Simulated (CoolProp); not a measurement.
Vapour-liquid equilibrium of carbon dioxide (1) + R142b (2) at 265.7 K; x and y are mole fractions of (1).

Model: multi-fluid Helmholtz-energy mixture model, Span 1996 and Lemmon 2006; pair parameters Bell 2016, in CoolProp.

Q: Give the bubble pressure and the first vapour's composition at x = 0.05, 0.35, 0.65. Is there an azeotrope?

A: x = 0.05: 212.4 kPa, y = 0.500; x = 0.35: 981.2 kPa, y = 0.911; x = 0.65: 1788 kPa, y = 0.965. No azeotrope shows between x = 0.05 and 0.95.

The pair parameters rest on a limited set of measurements; away from them the model extrapolates.
